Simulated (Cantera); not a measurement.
A closed system holds: 1 mol C, 0.075 mol H2O, 11 mol N2, at 2675 K and 13.3 mbar.

Cantera equilibrium calculation (NASA polynomials, part measured and part estimated; ideal gas, pure solids and liquids). Candidate condensed phases: C, C6H6, C7H8, C8H18, H2O; 136 gas species. Rates play no part.

Base state: N2 0.976, H 0.00975, CO 0.00668, CN 0.00343, HCN 0.00229, H2 0.000475, C3 0.000472, HNC 0.000324 (mole fractions); condensed: C(graphite).

What changes in the equilibrium state with this change: H2O from 0.075 to 1.8 mol?


| species | before | after |
|---|---|---|
| N2 | 0.976 | 0.739 |
| H | 0.00975 | 0.0978 |
| CO | 0.00668 | 0.0634 |
| H2O | <1e-9 | 0.0195 |
| O | <1e-9 | 0.0131 |
| H2 | 0.000475 | 0.0478 |
| OH | <1e-9 | 0.00999 |
| CO2 | <1e-9 | 0.00390 |
| CN | 0.00343 | <1e-9 |
| NO | <1e-9 | 0.00301 |
| HCN | 0.00229 | <1e-9 |
| C(graphite), mol | 0.833 | 0 |

What changes in the equilibrium state with this change: temperature from 2675 K to 975 K?


| species | before | after |
|---|---|---|
| N2 | 0.976 | 0.987 |
| H2 | 0.000475 | 0.00673 |
| CO | 0.00668 | 0.00672 |
| H | 0.00975 | <1e-9 |
| CN | 0.00343 | <1e-9 |
| C3 | 0.000472 | <1e-9 |
| HNC | 0.000324 | <1e-9 |
| C2N2 | 0.000202 | <1e-9 |
| C | 0.000118 | <1e-9 |
| C(graphite), mol | 0.833 | 0.925 |
